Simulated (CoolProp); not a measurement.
R1234ze(Z) along the isotherm 278 K: Z from the reference equation and from simpler models built on Tc = 423.3 K, pc = 3531 kPa, ω = 0.327; each cubic takes its own stable root.

Model: reference Helmholtz-energy equation of state, Akasaka 2019, in CoolProp.

| p (kPa) | phase | reference | van der Waals | Redlich-Kwong | Soave-Redlich-Kwong | Peng-Robinson |
|---|---|---|---|---|---|---|
| 108 | liquid | 0.004175 | 0.9753 | 0.9656 | ___ | 0.004550 |
| 221 | liquid | 0.008541 | 0.9482 | 0.01103 | 0.01052 | 0.009308 |
| 453 | liquid | 0.01750 | 0.8868 | 0.02258 | 0.02155 | 0.01907 |
| 931 | liquid | ___ | 0.06759 | 0.04629 | 0.04421 | ___ |
| 1910 | liquid | ___ | 0.1374 | 0.09451 | ___ | 0.08008 |

Question: What belongs in the gaps?

Answer: 
- 108, Soave-Redlich-Kwong: 0.005143
- 931, reference: 0.03593
- 931, Peng-Robinson: 0.03914
- 1910, reference: 0.07355
- 1910, Soave-Redlich-Kwong: 0.09043

At some of these states van der Waals, Redlich-Kwong gives the other phase, because its saturation line lies elsewhere.
